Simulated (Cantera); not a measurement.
A closed system holds: 1 mol V2O5, 930 mol H2, 1.5 mol H2O, held at 1250 K and 1.00 Torr.

These are equilibrium values from Cantera (NASA tables, ideal gas, pure condensed phases), not measurements of a reactor. Candidate condensed phases: H2O, V, VO, V2O3, V2O4, V2O5; 12 gas species. Condensed phases not in the tables: the oxides between V2O3 and V2O5 other than VO2. Kinetics and transport are ignored.

Base state: H2 0.996, H2O 0.00376, H 1.32e-5 (mole fractions); condensed: V2O3(s).

What changes in the equilibrium state with this change: V2O5 replaced by Cr2O3?


```json
[
 {"species": "H2", "before": "0.996", "after": "0.998"},
 {"species": "H2O", "before": "0.00376", "after": "0.00161"},
 {"species": "H", "before": "1.32e-5", "after": "1.32e-5"},
 {"species": "V2O3(s), mol", "before": "1.00", "after": "0"},
 {"species": "Cr2O3(s), mol", "before": "0", "after": "1.000"}
]
```
Further candidate phases: Cr, Cr2O3.
